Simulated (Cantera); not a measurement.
A Cantera script and what it prints.

```python
import numpy as np
import cantera as ct

gas_names = """
    B BCL BCL2 BCL3 BH BH2 BH3 BO BOCL BO2 B2 B2O B2O2 B2O3 B3O3CL3 B3O3H3 CL CLO CL2 H HBO HBO2 HCL
    HOCL HO2 H2 H2O H2O2 H3B3O6 O OH O2 O3
""".split()
cond_names = """
    B(b) B(L) B2O3(L) B3O3H3(cr) H2O(s) H2O(L)
""".split()


def load(file, names, dense=False):
    # The tables refer to 1 bar. Condensed volumes are neglected.
    table = {s.name: s for s in ct.Species.list_from_file(file)}
    out = []
    for n in names:
        d = dict(table[n].input_data)
        d["thermo"] = dict(d["thermo"], **{"reference-pressure": 1e5})
        if dense:
            d["equation-of-state"] = {"model": "constant-volume", "density": "1e6 g/cm^3"}
        out.append(ct.Species.from_dict(d))
    return out


gas = ct.Solution(thermo="ideal-gas", species=load("nasa_gas.yaml", gas_names))
cond = {s.name: ct.Solution(thermo="fixed-stoichiometry", species=[s], name=s.name)
        for s in load("nasa_condensed.yaml", cond_names, dense=True)}
atoms = {
    'BCl3': {'B': 1, 'CL': 3},
    'O2': {'O': 2},
    'H2': {'H': 2},
}
top_T = {}  # K; cautious upper limits of use, not melting points


def equilibrate(T, P, feed):
    n = {}
    for name, mol in feed.items():
        for a, k in atoms[name].items():
            n[a] = n.get(a, 0.0) + k * mol
    gas.TPX = T, P, n
    mass = sum(n.values()) * gas.mean_molecular_weight
    gas.equilibrate("TP")
    valid = [c for c in cond.values() if c.min_temp <= T <= top_T.get(c.name, c.max_temp)]
    mix = ct.Mixture([(gas, mass / gas.mean_molecular_weight)] + [(c, 0.0) for c in valid])
    mix.T, mix.P = T, P
    mix.equilibrate("TP", solver="vcs", rtol=1e-11, max_steps=5000)
    return mix


results = []
feed = {'BCl3': 1, 'O2': 0.42, 'H2': 65}  # mol
T = 1050  # K
P = 13332.2  # Pa
mix = equilibrate(T, P, feed)
results.append((T, P, feed, dict(zip(mix.species_names, mix.species_moles))))
print(gas.report(threshold=1e-05))
for i in range(1, mix.n_phases):
    print(f"{mix.phase(i).name:16s} {mix.phase_moles(i):12.5e} mol")
```

Result:

```
       temperature   1050 K
          pressure   13332 Pa
           density   0.0058754 kg/m^3
  mean mol. weight   3.8473 kg/kmol
   phase of matter   gas

                          1 kg             1 kmol
                     ---------------   ---------------
          enthalpy        3.7397e+06        1.4388e+07  J
   internal energy        1.4706e+06        5.6577e+06  J
           entropy             49273        1.8957e+05  J/K
    Gibbs function       -4.7997e+07       -1.8466e+08  J
 heat capacity c_p            8066.6             31035  J/K
 heat capacity c_v            5905.5             22721  J/K

                      mass frac. Y      mole frac. X     chem. pot. / RT
                     ---------------   ---------------   ---------------
              BCL3          0.095032         0.0031207           -93.459
           B3O3CL3          0.034543        0.00071154           -252.63
            B3O3H3          0.047364         0.0021836           -190.54
               HCL           0.31983          0.033751            -40.38
                H2           0.50316           0.96022           -19.684
     [  +28 minor]        7.5401e-05        9.2467e-06

B(b)              4.09336e-02 mol
B2O3(L)           8.78490e-02 mol
B3O3H3(cr)        0.00000e+00 mol
```

Cantera equilibrium calculation (NASA polynomials, part measured and part estimated; ideal gas, pure solids and liquids). Mutual solubility and eutectic melting of coexisting phases are not modelled. Gases not in the tables: BHCl2.
